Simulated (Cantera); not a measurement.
A Cantera script and what it prints.

```python
import numpy as np
import cantera as ct

gas_names = """
    F F2 H HF H2 H2F2 H3F3 H4F4 H5F5 H6F6 H7F7 Si SiF SiF2 SiF3 SiF4 SiH SiHF3 SiH2 SiH2F2 SiH3 SiH3F
    SiH4 Si2 Si3
""".split()
cond_names = """
    Si(cr) Si(L)
""".split()


# ... load() reads the species with a 1 bar reference pressure and builds the phases ...
atoms = {
    'Si': {'Si': 1},
    'F2': {'F': 2},
    'H2': {'H': 2},
}
top_T = {}  # K; cautious upper limits of use, not melting points


# ... equilibrate(T, P, feed) seeds the gas with the atoms and calls Mixture.equilibrate('TP', solver="vcs", rtol=1e-11, max_steps=5000) ...
results = []
feed = {'Si': 1, 'F2': 0.66, 'H2': 0.43}  # mol
T = 550  # K
P = 170  # Pa
mix = equilibrate(T, P, feed)
results.append((T, P, feed, dict(zip(mix.species_names, mix.species_moles))))
print(gas.report(threshold=1e-05))
for i in range(1, mix.n_phases):
    print(f"{mix.phase(i).name:16s} {mix.phase_moles(i):12.5e} mol")
```

Result:

```
       temperature   550 K
          pressure   170 Pa
           density   0.0017252 kg/m^3
  mean mol. weight   46.407 kg/kmol
   phase of matter   gas

                          1 kg             1 kmol
                     ---------------   ---------------
          enthalpy       -1.4836e+07       -6.8851e+08  J
   internal energy       -1.4935e+07       -6.9308e+08  J
           entropy            6208.2         2.881e+05  J/K
    Gibbs function       -1.8251e+07       -8.4696e+08  J
 heat capacity c_p            1219.5             56593  J/K
 heat capacity c_v            1040.3             48279  J/K

                      mass frac. Y      mole frac. X     chem. pot. / RT
                     ---------------   ---------------   ---------------
                H2          0.024517           0.56437           -23.208
              SiF4           0.96818           0.43169           -395.88
             SiHF3         0.0072635         0.0039154           -309.18
            SiH2F2        4.0543e-05        2.7629e-05           -222.48
     [  +21 minor]        4.4902e-08        3.6393e-08

Si(cr)            6.69246e-01 mol
```

These are equilibrium values from Cantera (NASA tables, ideal gas, pure condensed phases), not measurements of a reactor.
